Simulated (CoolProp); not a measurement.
Vapour-liquid equilibrium of R143a (1) + propane (2) at 0.542 bar; x and y are mole fractions of (1).

Model: multi-fluid Helmholtz-energy mixture model, Lemmon and Jacobsen 2000 and Lemmon 2009; pair parameters Bell 2016, in CoolProp.

| x | bubble temperature, mixture model (°C) | bubble temperature, Raoult's law (°C) | y, mixture model | y, Raoult's law |
|---|---|---|---|---|
| 0.05 | -59.9 | -55.6 | 0.239 | 0.062 |
| 0.2 | ___ | -56.3 | 0.464 | 0.238 |
| 0.35 | -65.6 | -57.0 | 0.516 | 0.402 |
| 0.5 | -65.7 | -57.7 | ___ | 0.555 |
| 0.65 | -65.7 | -58.3 | 0.567 | 0.698 |
| 0.8 | -64.9 | -58.9 | 0.638 | 0.833 |
| 0.95 | ___ | -59.4 | 0.847 | 0.959 |

Task: Some entries are withheld; supply them.

Result: 
- 0.2, bubble temperature, mixture model (°C): -64.7
- 0.5, y, mixture model: 0.538
- 0.95, bubble temperature, mixture model (°C): -61.8

The largest gap from Raoult's law is -8.6 K in bubble temperature, at x = 0.35. y crosses x between x = 0.5 and 0.65: the model has an azeotrope there.

Pair parameters are fitted to limited data, so mixtures are less certain than the pure fluids.
